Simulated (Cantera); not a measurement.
Input: 1 mol Si₃N₄, 0.044 mol CO₂, 25 mol H₂, 0.0035 mol O₂, at 1625 K and 5.50 Pa.

Method: chemical equilibrium by Gibbs-energy minimisation in Cantera with the NASA 1993 tables (ideal gas, pure condensed phases). Candidate condensed phases: C, C₆H₆, C₇H₈, C₈H₁₈, H₂O, Si, SiC, SiO₂, Si₂N₂O, Si₃N₄; 151 gas species. Mutual solubility and eutectic melting of coexisting phases are not modelled. Rates play no part.

Base state: H₂ 0.911, N₂ 0.0732, H 0.00908, SiO 0.00334, Si 0.00296, CO 0.000138, SiH 4.18e-5, Si₂C 1.11e-5 (mole fractions); condensed: Si(s) + SiC(s).

Q: What changes in the equilibrium state with this change: Si₃N₄ replaced by SiC?

A: 
```csv
species,before,after
H₂,0.911,0.986
H,0.00908,0.00945
CO,0.000138,0.00292
N₂,0.0732,0
SiO,0.00334,0.000846
Si₂C,1.11e-5,1.22e-6
Si,0.00296,0.000324
SiH,4.18e-5,4.75e-6
"Si(s), mol",2.79,0
"SiC(s), mol",0.0397,0.970
```
